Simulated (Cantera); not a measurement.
Input: 1 mol MgCO₃, 0.43 mol H₂S, 0.048 mol O₂, at 600 °C and 1.50 bar.

Cantera equilibrium calculation (NASA polynomials, part measured and part estimated; ideal gas, pure solids and liquids). Candidate condensed phases: C, C₆H₆, C₇H₈, C₈H₁₈, H₂O, H₂SO₄, Mg, MgCO₃, MgO, Mg(OH)₂, MgS, MgSO₄, S; 130 gas species. Gases not in the tables: S₃ to S₇. Rates play no part.

Base state: CO₂ 0.653, H₂S 0.203, H₂O 0.0862, S₂ 0.0340, COS 0.0184, CO 0.00390, H₂ 0.00138, SO₂ 0.000522 (mole fractions); condensed: MgO(s).

What changes in the equilibrium state with this change: O₂ from 0.048 to 9.8 mol?


```
species          before    after
-------------  --------  -------
O₂                <1e-9    0.862
CO₂               0.653   0.0964
H₂O              0.0862   0.0415
H₂S               0.203    <1e-9
S₂               0.0340    <1e-9
COS              0.0184    <1e-9
CO              0.00390    <1e-9
H₂              0.00138    <1e-9
SO₂            0.000522  2.26e-9
MgO(s), mol        1.00    0.570
MgSO₄(s), mol         0    0.430
```
